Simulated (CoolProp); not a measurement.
Vapour-liquid equilibrium of R227EA (1) + n-butane (2) at 0.651 MPa; x and y are mole fractions of (1).

Model: multi-fluid Helmholtz-energy mixture model, Lemmon 2016 and Bücker 2006; pair parameters Bell 2016, in CoolProp.

Problem. Give the bubble temperature and the first vapour's composition at x = 0.125, 0.425, 0.875. Is there an azeotrope?

Solution. x = 0.125: 317.4 K, y = 0.379; x = 0.425: 308.2 K, y = 0.589; x = 0.875: 307.6 K, y = 0.833. y crosses x between x = 0.65 and 0.725: the model has an azeotrope there.

The pair parameters rest on a limited set of measurements; away from them the model extrapolates. With so large a gap from Raoult's law the liquid may split in two, which this calculation doesn't test in full.
